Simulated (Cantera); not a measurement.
Mixture: CO : H2 : O2 : N2 = 1 : 0.053 : 0.405 : 1.52 (molar parts), at 3700000 Pa, adiabatic and at constant pressure. Ignition delay is the time to a rise of 400 K.

Detailed kinetics in Cantera: GRI-Mech 3.0 (53 species, 325 reactions). The hydrogen kinetics of GRI-Mech 3.0 are dated; newer H2 mechanisms differ, most at raised pressure. The pressure lies above the range GRI-Mech 3.0 was tuned for (to about 10 atm).

Q: What does this change do: pressure from 3700000 Pa to 2600000 Pa?

A: 
```json
[
 {"quantity": "delay at 973 K", "before": "4.52 ms", "after": "5.09 ms"},
 {"quantity": "delay at 1123 K", "before": "0.209 ms", "after": "0.221 ms"},
 {"quantity": "delay at 1273 K", "before": "21.3 µs", "after": "21.2 µs"},
 {"quantity": "delay at 1423 K", "before": "4.20 µs", "after": "4.51 µs"},
 {"quantity": "apparent activation energy between 1348 and 1498 K", "before": "140 kJ/mol", "after": "120 kJ/mol"}
]
```

Q: What does this change do: pressure from 3700000 Pa to 210000 Pa?

A: 
```json
[
 {"quantity": "delay at 973 K", "before": "4.52 ms", "after": "4.37 ms"},
 {"quantity": "delay at 1123 K", "before": "0.209 ms", "after": "0.136 ms"},
 {"quantity": "delay at 1273 K", "before": "21.3 µs", "after": "53.9 µs"},
 {"quantity": "delay at 1423 K", "before": "4.20 µs", "after": "35.4 µs"}
]
```
Where the delays flatten at high temperature, the 400 K rule measures the pace of heat release, not the induction time.
